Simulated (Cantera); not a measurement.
Cantera with NASA thermochemical tables; ideal gases at 1 bar, condensed phases pure. Values are per mole of reaction as written; species without (g) are pure solids or liquids, kept so even where they would boil at 1 bar.

Q: Between 300 and 1373 K, where is each reaction favourable under standard conditions?
- 4 VO2(g) + NO2(g) → 2 V2O5 + N(g)

A: 
- 4 VO2(g) + NO2(g) → 2 V2O5 + N(g): ΔG° is -1466 kJ at 300 K and -673 kJ at 1373 K; it stays negative (K > 1). ΔH° is -1486 kJ and ΔS° -592 J/K at 1373 K.
